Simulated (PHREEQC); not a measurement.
1 kg of water holding 0.03 mol/kgw NaCl, 0.17 mol/kgw Na2SO4 and 0.22 mol/kgw K2SO4 is evaporated at 20 °C; the solids stay in contact with the brine. CO2 from the air is kept out. Solids allowed: Arcanite, Glaserite, Halite, Mirabilite, Misenite, Sylvite, Thenardite. Others were left out.

Base run: PHREEQC, Pitzer model, pitzer.dat. Each further column changes one thing. The table gives water activity.

```tsv
H2O removed (mol)	base	temperature from 20 to 50 °C	temperature from 20 to 5 °C
0	0.985	0.984	0.985
18.01	0.978	0.978	0.979
30.18	0.969	___	___
38.4	0.957	0.954	0.963
43.95	0.952	0.943	0.962
47.7	0.945	0.936	0.960
49.09	0.939	___	0.958
51.17	0.924	0.915	0.952
52.58	0.913	0.890	0.934
53.53	0.895	0.856	0.867
54.17	0.796	0.849	___
```

Some entries are withheld; supply them.


- 30.18, temperature from 20 to 50 °C: 0.968
- 30.18, temperature from 20 to 5 °C: 0.970
- 49.09, temperature from 20 to 50 °C: 0.931
- 54.17, temperature from 20 to 5 °C: 0.795

 Constants without temperature data keep their 25 °C values here.
